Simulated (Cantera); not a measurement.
A Cantera script and its output.

```python
import numpy as np
import cantera as ct

surf = ct.Interface("diamond.yaml", "diamond_100")
gas, bulk = surf.adjacent["gas"], surf.adjacent["diamond"]
k = surf.kinetics_species_index(bulk.species_names[0])
cover = ["c6HH", "c6H*", "c6*H", "c6**", "c6HM", "c6B"]

rows, drift = [], 0.0
print(f"{'P':>10s}{'um/h':>11s}" + "".join(f"{s:>11s}" for s in cover))
for v in [520, 810, 1300, 1900, 3000, 4700, 7300, 11000]:
    T, P, xH, xCH3 = 950, v, 0.025, 0.0015
    gas.TPX = T, P, {"H": xH, "CH3": xCH3, "CH4": 0.0023, "H2": 1 - xH - xCH3 - 0.0023}
    surf.TP = bulk.TP = T, P
    surf.coverages = "c6H*:0.1, c6HH:0.9"
    surf.advance_coverages(100.0)
    before = surf.coverages
    surf.advance_coverages(100.0)
    drift = max(drift, np.max(np.abs(surf.coverages - before) / (surf.coverages + 1e-9)))
    rate = surf.net_production_rates[k] * bulk.mean_molecular_weight / bulk.density * 3.6e9
    rows.append([rate, *surf[cover].coverages])
    print(f"{v:10.4g}{rate:11.4e}" + "".join(f"{x:11.3e}" for x in rows[-1][1:]))
```

Output:

```
         P       um/h       c6HH       c6H*       c6*H       c6**       c6HM        c6B
       520 3.0145e+00  6.121e-01  1.345e-02  3.190e-01  6.306e-03  3.767e-02  8.180e-09
       810 4.7272e+00  6.119e-01  1.346e-02  3.188e-01  6.305e-03  3.793e-02  1.283e-08
      1300 7.6220e+00  6.118e-01  1.348e-02  3.187e-01  6.306e-03  3.811e-02  2.068e-08
      1900 1.1168e+01  6.117e-01  1.351e-02  3.187e-01  6.309e-03  3.820e-02  3.030e-08
      3000 1.7672e+01  6.116e-01  1.356e-02  3.186e-01  6.314e-03  3.828e-02  4.795e-08
      4700 2.7731e+01  6.116e-01  1.364e-02  3.185e-01  6.323e-03  3.834e-02  7.525e-08
      7300 4.3134e+01  6.115e-01  1.376e-02  3.183e-01  6.338e-03  3.838e-02  1.170e-07
   1.1e+04 6.5096e+01  6.115e-01  1.393e-02  3.181e-01  6.358e-03  3.843e-02  1.766e-07
```

Detailed kinetics in Cantera: the Harris–Goodwin 1993 mechanism for the reconstructed diamond (100) surface.
